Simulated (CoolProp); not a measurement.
R113 at 298.15 K and 0.0263 MPa is compressed adiabatically to 0.149 MPa with isentropic efficiency 0.75. Each further row changes one setting.

Values from CoolProp's reference Helmholtz-energy equation of state, Marx 1992.

```json
[
 {"case": "as stated", "work (kJ/kg)": "31.6", "final temperature (K)": "347.7", "final density (kg/m³)": "10.1"},
 {"case": "efficiency 1", "work (kJ/kg)": "23.7", "final temperature (K)": "336.6", "final density (kg/m³)": "10.5"},
 {"case": "efficiency 0.65", "work (kJ/kg)": "36.5", "final temperature (K)": "354.4", "final density (kg/m³)": "9.90"}
]
```
